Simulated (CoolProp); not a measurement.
Values from CoolProp's reference Helmholtz-energy equation of state, Wu 2011.

Task: For dimethyl ether, give the phase and the cp (kJ/(kg K)), cv (kJ/(kg K)), speed of sound (m/s), isothermal compressibility (1/MPa) at 432 K and 0.889 MPa; 432 K and 2.08 MPa.

Result: 
- 432 K and 0.889 MPa: gas; cp 1.89, cv 1.67, speed of sound 283, isothermal compressibility 1.18
- 432 K and 2.08 MPa: gas; cp 2.01, cv 1.70, speed of sound 267, isothermal compressibility 0.547
